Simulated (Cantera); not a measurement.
Cantera run:

```python
import numpy as np
import cantera as ct

gas_names = """
    C CN CO CO2 C2 CCN CNC C2N2 C2O C3 C3O2 C4 C4N2 C5 N NCO NO NO2 NO3 N2 N2O O O2 O3 Pb PbO Pb2
""".split()
cond_names = """
    C(gr) Pb(cr) Pb(L) PbO(rd) PbO(yw) PbO(L) PbO2(s) Pb3O4(s)
""".split()


def load(file, names, dense=False):
    # The tables refer to 1 bar. Condensed volumes are neglected.
    table = {s.name: s for s in ct.Species.list_from_file(file)}
    out = []
    for n in names:
        d = dict(table[n].input_data)
        d["thermo"] = dict(d["thermo"], **{"reference-pressure": 1e5})
        if dense:
            d["equation-of-state"] = {"model": "constant-volume", "density": "1e6 g/cm^3"}
        out.append(ct.Species.from_dict(d))
    return out


gas = ct.Solution(thermo="ideal-gas", species=load("nasa_gas.yaml", gas_names))
cond = {s.name: ct.Solution(thermo="fixed-stoichiometry", species=[s], name=s.name)
        for s in load("nasa_condensed.yaml", cond_names, dense=True)}
atoms = {
    'PbO': {'Pb': 1, 'O': 1},
    'CO': {'C': 1, 'O': 1},
    'N2': {'N': 2},
    'O2': {'O': 2},
}
top_T = {'C(gr)': 4500, 'Pb3O4(s)': 820}  # K; cautious upper limits of use, not melting points


def equilibrate(T, P, feed):
    n = {}
    for name, mol in feed.items():
        for a, k in atoms[name].items():
            n[a] = n.get(a, 0.0) + k * mol
    gas.TPX = T, P, n
    mass = sum(n.values()) * gas.mean_molecular_weight
    gas.equilibrate("TP")
    valid = [c for c in cond.values() if c.min_temp <= T <= top_T.get(c.name, c.max_temp)]
    mix = ct.Mixture([(gas, mass / gas.mean_molecular_weight)] + [(c, 0.0) for c in valid])
    mix.T, mix.P = T, P
    mix.equilibrate("TP", solver="vcs", rtol=1e-11, max_steps=5000)
    return mix


results = []
feed = {'PbO': 1, 'CO': 1.3, 'N2': 6.5, 'O2': 2.2}  # mol
T = 1550  # K
P = 87000  # Pa
mix = equilibrate(T, P, feed)
results.append((T, P, feed, dict(zip(mix.species_names, mix.species_moles))))
print(gas.report(threshold=0.0001))
for i in range(1, mix.n_phases):
    print(f"{mix.phase(i).name:16s} {mix.phase_moles(i):12.5e} mol")
```

Output:

```
       temperature   1550 K
          pressure   87000 Pa
           density   0.23333 kg/m^3
  mean mol. weight   34.564 kg/kmol
   phase of matter   gas

                          1 kg             1 kmol
                     ---------------   ---------------
          enthalpy       -2.3853e+05       -8.2445e+06  J
   internal energy       -6.1139e+05       -2.1132e+07  J
           entropy            7592.2        2.6241e+05  J/K
    Gibbs function       -1.2006e+07       -4.1499e+08  J
 heat capacity c_p              1113             38468  J/K
 heat capacity c_v            872.41             30154  J/K

                      mass frac. Y      mole frac. X     chem. pot. / RT
                     ---------------   ---------------   ---------------
               CO2           0.17362           0.13636           -63.022
                NO         0.0010995         0.0012665           -28.243
                N2           0.55208           0.68116           -26.637
                O2           0.15008           0.16212           -29.849
                Pb          0.002054        0.00034264           -16.167
               PbO           0.12106          0.018746           -31.092
     [  +21 minor]         1.105e-05        1.1932e-05

C(gr)             0.00000e+00 mol
Pb(L)             0.00000e+00 mol
PbO(L)            8.18014e-01 mol
```

These are equilibrium values from Cantera (NASA tables, ideal gas, pure condensed phases), not measurements of a reactor. Gases not in the tables: (PbO)n polymers.
